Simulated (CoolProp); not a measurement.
Vapour pressure (MPa) of acetone: the reference equation beside estimates from Tc = 235.0 °C, pc = 4.692 MPa, ω = 0.307. Clausius-Clapeyron is anchored at 101.75 °C with a constant enthalpy of vaporisation of 25.93 kJ/mol.

Values from CoolProp's reference Helmholtz-energy equation of state, Lemmon 2006. It is a short technical equation, of lower accuracy than the large ones.

| T (°C) | reference | Lee-Kesler | Clausius-Clapeyron | Redlich-Kwong |
|---|---|---|---|---|
| 47.45 | 0.07475 | 0.07262 | 0.09517 | 0.1599 |
| 58.35 | 0.1095 | 0.1074 | 0.1310 | 0.2199 |
| 69.15 | 0.1554 | 0.1538 | 0.1763 | 0.2944 |
| 80.05 | 0.2158 | 0.2152 | 0.2336 | 0.3868 |
| 90.85 | 0.2923 | 0.2931 | 0.3035 | 0.4973 |
| 101.75 | 0.3893 | 0.3920 | 0.3893 | 0.6302 |
| 112.65 | 0.5093 | 0.5144 | 0.4925 | 0.7864 |
| 123.45 | 0.6541 | 0.6618 | 0.6137 | 0.9662 |
| 134.35 | 0.8300 | 0.8405 | 0.7574 | 1.175 |
| 145.15 | 1.037 | 1.051 | 0.9228 | 1.410 |
| 156.05 | 1.284 | 1.300 | 1.115 | 1.678 |
| 166.85 | 1.570 | 1.588 | 1.333 | 1.976 |
| 177.75 | 1.905 | 1.924 | 1.582 | 2.311 |
| 188.65 | 2.293 | 2.311 | 1.862 | 2.682 |
| 199.45 | 2.734 | 2.752 | 2.173 | 3.086 |

Absolute difference from the reference over all 15 rows, mean and median: Lee-Kesler 1.1 and 1.0 %, Clausius-Clapeyron 12.4 and 13.2 %, Redlich-Kwong 53.5 and 47.7 %.
